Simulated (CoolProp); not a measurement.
Vapour-liquid equilibrium of R152A (1) + isobutene (2) at 1.1 MPa; x and y are mole fractions of (1).

The numbers come from the multi-fluid Helmholtz-energy mixture model, Outcalt 1996 and Lemmon 2005; pair parameters Bell 2016 in CoolProp.

```csv
x,"bubble temperature, mixture model (K)","bubble temperature, Raoult's law (K)","y, mixture model","y, Raoult's law"
0.05,343.2,346.1,0.125,0.092
0.125,337.3,343.3,0.268,0.215
0.2,333.0,340.6,0.373,0.324
0.275,329.8,338.1,0.454,0.421
0.35,327.3,335.8,0.519,0.508
0.425,325.3,333.7,0.575,0.587
0.5,323.8,331.6,0.625,0.658
0.575,322.5,329.7,0.673,0.722
0.65,321.6,327.9,0.719,0.781
0.725,320.8,326.1,0.767,0.835
0.8,320.3,324.5,0.819,0.885
0.875,320.1,322.9,0.878,0.931
0.95,320.2,321.4,0.947,0.973
```

The largest gap from Raoult's law is -8.5 K in bubble temperature, at x = 0.35. y crosses x between x = 0.875 and 0.95: the model has an azeotrope there.

The pair parameters rest on a limited set of measurements; away from them the model extrapolates.
